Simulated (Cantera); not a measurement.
Input: 1 mol C₃H₈, 0.51 mol H₂O, 15 mol N₂, 0.014 mol O₂, at 2700 K and 1.33 mbar.

Cantera equilibrium calculation (NASA polynomials, part measured and part estimated; ideal gas, pure solids and liquids). Equilibrium is a limit: real reactors are often held back by kinetics, nucleation or transport.

```csv
species,before,after
N₂,0.615,0.664
H,0.289,0.248
H₂,0.0344,0.0254
HCN,0.0164,0.0146
CO,0.0226,0.0243
CN,0.0103,0.0107
C₂H₂ (acetylene),0.000811,0.000599
C₂H,0.000722,0.000621
HNC,0.00237,0.00212
C₂N₂,0.000145,0.000157
N,3.49e-5,3.63e-5
C₅,4.40e-5,4.40e-5
"C(graphite), mol",1.14,0.287
```
Gas species are given as mole fractions.

What was changed between the two runs?
A. C₃H₈ replaced by C₂H₆
B. C₃H₈ replaced by toluene
C. C₃H₈ replaced by CH₄
D. O₂ from 0.014 to 1.5 mol

A, C₃H₈ replaced by C₂H₆
